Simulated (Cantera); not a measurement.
Hydrogen reduction and annealing atmospheres: Cr2O3 + H2

Feed: 1 mol Cr2O3, 25 mol H2, at 0.0110 bar.

Cantera equilibrium calculation (NASA polynomials, part measured and part estimated; ideal gas, pure solids and liquids). Candidate condensed phases: Cr, Cr2O3, H2O; 13 gas species. Mutual solubility and eutectic melting of coexisting phases are not modelled. Kinetics and transport are ignored.

```tsv
T (°C)	log p H2	log p H2O	log p Cr	log p H	log p CrO	log p OH	log p CrO2	n Cr2O3(s)	n Cr(s)
625	-1.96	-7.80	<-13	-10.94	<-13	<-13	<-13	1.000	0
725	-1.96	-7.06	-13.07	-9.65	<-13	<-13	<-13	1.000	0
825	-1.96	-6.45	-11.21	-8.59	<-13	<-13	<-13	1.000	0.000533
925	-1.96	-5.96	-9.65	-7.70	<-13	-13.80	<-13	0.999	0.00168
1025	-1.96	-5.54	-8.35	-6.95	-12.64	-12.42	<-13	0.998	0.00439
1125	-1.96	-5.18	-7.23	-6.30	-11.05	-11.23	<-13	0.995	0.00988
1225	-1.96	-4.87	-6.27	-5.74	-9.69	-10.20	-12.94	0.990	0.0191
1325	-1.96	-4.60	-5.43	-5.25	-8.49	-9.31	-11.50	0.981	0.0294
1425	-1.96	-4.37	-4.69	-4.82	-7.45	-8.51	-10.24	0.967	0.0193
1525	-1.97	-4.04	-4.22	-4.44	-6.58	-7.69	-9.06	0.931	0
1625	-1.98	-3.70	-3.88	-4.09	-5.83	-6.91	-7.99	0.846	0
1725	-1.99	-3.40	-3.58	-3.79	-5.16	-6.20	-7.02	0.685	0
1825	-2.02	-3.14	-3.32	-3.52	-4.57	-5.57	-6.14	0.393	0
1925	-2.07	-2.96	-3.15	-3.29	-4.12	-5.04	-5.48	0	0
```
log p: log10 of the partial pressure in bar; n: condensed amount in mol.

From 625 °C to 725 °C the condensed part is Cr2O3(s). From 825 °C to 1425 °C the condensed part is Cr(s) + Cr2O3(s). From 1525 °C to 1825 °C the condensed part is Cr2O3(s). At 1925 °C nothing is condensed.
